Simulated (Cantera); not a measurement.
An adiabatic, constant-pressure homogeneous reactor starts with CO : H2 : O2 : N2 = 1 : 1.3 : 1.46 : 5.47 (molar parts), equivalence ratio 0.79, at 1125 K and 750 Torr. Integrator tolerance rtol = 1e-08.

Cantera simulation using GRI-Mech 3.0 (53 species, 325 reactions); the numbers are that mechanism's predictions, not measurements.

**Question.** What does this change do: pressure from 750 Torr to 278 Torr?

**Answer.** 
```tsv
quantity	before	after
time of steepest temperature rise	83.9 µs	0.206 ms
temperature at 2.00 s	2590 K	2533 K
equilibrium temperature	2590 K	2533 K
x(CO) at 2.00 s	0.0267 (gas-phase equilibrium 0.0267)	0.0306 (gas-phase equilibrium 0.0306)
x(H2) at 2.00 s	0.00624 (gas-phase equilibrium 0.00624)	0.00752 (gas-phase equilibrium 0.00752)
x(O2) at 2.00 s	0.0429 (gas-phase equilibrium 0.0429)	0.0451 (gas-phase equilibrium 0.0451)
x(NO) at 2.00 s	0.0111 (gas-phase equilibrium 0.0111)	0.0103 (gas-phase equilibrium 0.0103)
x(H) at 2.00 s	0.00294 (gas-phase equilibrium 0.00294)	0.00417 (gas-phase equilibrium 0.00417)
x(N2O) at 2.00 s	5.62e-7 (gas-phase equilibrium 5.62e-7)	3.17e-7 (gas-phase equilibrium 3.17e-7)
```
